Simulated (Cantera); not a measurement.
Cantera run, input and output.

```python
import numpy as np
import cantera as ct

gas = ct.Solution("h2o2.yaml")
gas.TPX = 650, 270000, {'H2': 1, 'O2': 0.962, 'N2': 3.17}
flame = ct.FreeFlame(gas, width=0.02)
flame.set_refine_criteria(ratio=3, slope=0.08, curve=0.16)
flame.transport_model = "mixture-averaged"
flame.solve(loglevel=0, auto=True)
flame.transport_model = "multicomponent"
flame.soret_enabled = True
flame.solve(loglevel=0, refine_grid=True)
z, T = flame.grid, flame.T
thick = (T[-1] - T[0]) / np.gradient(T, z).max()
show = ['H2', 'O2', 'O', 'H2O', 'H2O2', 'OH']
print(f"laminar burning velocity  {flame.velocity[0] * 100:.3f} cm/s")
print(f"burnt temperature         {T[-1]:.1f} K")
print(f"thermal thickness         {thick * 1e3:.4f} mm")
print(f"grid points               {len(z)}")
z0 = z[flame.heat_release_rate.argmax()]
print(f"{'z/mm':>9s}{'T/K':>9s}{'u/(m/s)':>9s}" + "".join(f"{s:>11s}" for s in show))
rows = []
for k in (-3, -2, -1.5, -1, -0.5, -0.25, 0, 0.25, 0.5, 1, 2, 4, 8):
    zz = z0 + k * thick
    rows.append([k * thick, np.interp(zz, z, T), np.interp(zz, z, flame.velocity),
                 *(np.interp(zz, z, flame.X[gas.species_index(s)]) for s in show)])
    print(f"{rows[-1][0] * 1e3:9.3f}{rows[-1][1]:9.1f}{rows[-1][2]:9.3f}" + "".join(f"{x:11.3e}" for x in rows[-1][3:]))
```

It prints:

```
laminar burning velocity  370.564 cm/s
burnt temperature         2051.5 K
thermal thickness         0.1192 mm
grid points               109
     z/mm      T/K  u/(m/s)         H2         O2          O        H2O       H2O2         OH
   -0.358    650.0    3.705  1.947e-01  1.875e-01  1.326e-12  5.462e-08  9.815e-11  6.201e-14
   -0.238    650.0    3.702  1.939e-01  1.877e-01  2.502e-10  1.909e-06  5.012e-09  1.174e-11
   -0.179    650.2    3.695  1.921e-01  1.881e-01  4.153e-09  1.224e-05  4.046e-08  2.022e-10
   -0.119    652.4    3.676  1.844e-01  1.899e-01  1.405e-07  1.650e-04  7.738e-07  1.459e-08
   -0.060    730.5    3.968  1.476e-01  1.944e-01  2.966e-05  8.048e-03  3.555e-05  1.040e-04
   -0.030    979.8    5.199  1.082e-01  1.841e-01  5.824e-04  4.084e-02  5.171e-05  8.905e-04
    0.000   1319.4    6.918  5.964e-02  1.527e-01  3.731e-03  1.028e-01  1.817e-05  3.463e-03
    0.030   1568.9    8.201  2.550e-02  1.212e-01  7.695e-03  1.547e-01  5.525e-06  7.694e-03
    0.060   1711.7    8.929  1.249e-02  1.072e-01  8.748e-03  1.775e-01  3.087e-06  1.025e-02
    0.119   1852.5    9.620  6.323e-03  1.012e-01  6.749e-03  1.916e-01  1.671e-06  1.106e-02
    0.238   1956.3   10.109  3.248e-03  1.005e-01  3.542e-03  2.002e-01  9.441e-07  9.261e-03
    0.477   2014.4   10.375  1.321e-03  1.010e-01  1.429e-03  2.056e-01  5.418e-07  6.379e-03
    0.954   2040.4   10.492  4.725e-04  1.016e-01  5.178e-04  2.084e-01  3.268e-07  3.986e-03
```

Cantera simulation using the H2/O2 subset of GRI-Mech 3.0, which has no nitrogen chemistry; the numbers are that mechanism's predictions, not measurements. The hydrogen kinetics of GRI-Mech 3.0 are dated; newer H2 mechanisms differ, most at raised pressure. Burning velocities carry a grid error of a few per cent, more on coarse grids. Lean hydrogen flames are cellular in practice and burn faster than this planar one.
